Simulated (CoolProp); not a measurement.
Vapour-liquid equilibrium of R1234yf (1) + isobutane (2) at 51.75 °C; x and y are mole fractions of (1).

The numbers come from the multi-fluid Helmholtz-energy mixture model, Lemmon 2022 and Bücker 2006; pair parameters Bell 2016 in CoolProp.

```csv
x,"bubble pressure, mixture model (kPa)","bubble pressure, Raoult's law (kPa)","y, mixture model","y, Raoult's law"
0.05,814.9,747.0,0.143,0.091
0.125,935.4,795.2,0.283,0.213
0.2,1029,843.4,0.378,0.322
0.275,1103,891.6,0.449,0.419
0.35,1164,939.8,0.507,0.506
0.425,1214,988.0,0.559,0.584
0.5,1256,1036,0.608,0.655
0.575,1292,1084,0.656,0.720
0.65,1321,1133,0.706,0.779
0.725,1343,1181,0.758,0.834
0.8,1359,1229,0.815,0.884
0.875,1366,1277,0.877,0.930
0.95,1365,1325,0.948,0.973
```

The largest gap from Raoult's law is +23.9 % in bubble pressure, at x = 0.35. y crosses x between x = 0.875 and 0.95: the model has an azeotrope there.

Pair parameters are fitted to limited data, so mixtures are less certain than the pure fluids.
